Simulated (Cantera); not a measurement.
An isothermal, constant-pressure homogeneous reactor starts with NO : N2 = 1 : 0.53 (molar parts), at 1700 K and 9300 Pa.

Detailed kinetics in Cantera: GRI-Mech 3.0 (53 species, 325 reactions).

x: mole fraction; the columns are a selection and need not sum to one.

```tsv
t (s)	x NO	x N2O	x N2	x NO2	x O
0.000400	0.654	1.42e-6	0.346	2.12e-7	1.22e-6
0.00120	0.654	(withheld)	0.346	(withheld)	(withheld)
0.00361	0.654	1.24e-5	0.346	8.32e-6	4.75e-6
0.0109	0.654	(withheld)	0.346	(withheld)	(withheld)
0.0326	0.653	8.24e-5	0.346	6.93e-5	1.12e-5
0.0981	0.653	0.000140	0.347	8.89e-5	1.36e-5
0.295	0.651	0.000156	0.347	9.70e-5	1.47e-5
0.886	0.647	0.000153	0.350	0.000112	1.64e-5
2.66	0.634	0.000146	0.356	0.000148	2.05e-5
8.00	0.597	0.000126	0.375	0.000213	2.89e-5
```

Question: Some entries are withheld; supply them.

Answer: 
- 0.00120, x N2O: 4.22e-6
- 0.00120, x NO2: 1.54e-6
- 0.00120, x O: 2.78e-6
- 0.0109, x N2O: 3.43e-5
- 0.0109, x NO2: 3.02e-5
- 0.0109, x O: 7.34e-6
